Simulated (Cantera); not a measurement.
What does this Cantera script print?

```python
import numpy as np
import cantera as ct

gas = ct.Solution("gri30.yaml")


def delay(T, t_max=10):
    gas.TPX = T, 240000, {'CH4': 1, 'CO': 0.73, 'O2': 1.82, 'N2': 6.84}
    reactor = ct.IdealGasConstPressureReactor(gas, clone=False)
    net = ct.ReactorNet([reactor])
    net.rtol, net.atol = 1e-8, 1e-16
    while net.time < t_max:
        t_old, T_old = net.time, reactor.T
        net.step()
        if reactor.T > T + 400:  # ignition: a rise of 400 K
            return t_old + (T + 400 - T_old) / (reactor.T - T_old) * (net.time - t_old)
    return np.nan


taus = []
for T in [1000, 1050, 1100, 1150, 1200, 1250]:
    taus.append(delay(T))
    print(f"T0 = {T:6g} K   tau = {taus[-1]:.4e} s")
```

Output:

```
T0 =   1000 K   tau = 1.1964e+00 s
T0 =   1050 K   tau = 4.6045e-01 s
T0 =   1100 K   tau = 1.8902e-01 s
T0 =   1150 K   tau = 8.2049e-02 s
T0 =   1200 K   tau = 3.7397e-02 s
T0 =   1250 K   tau = 1.7795e-02 s
```

Cantera simulation using GRI-Mech 3.0 (53 species, 325 reactions); the numbers are that mechanism's predictions, not measurements.
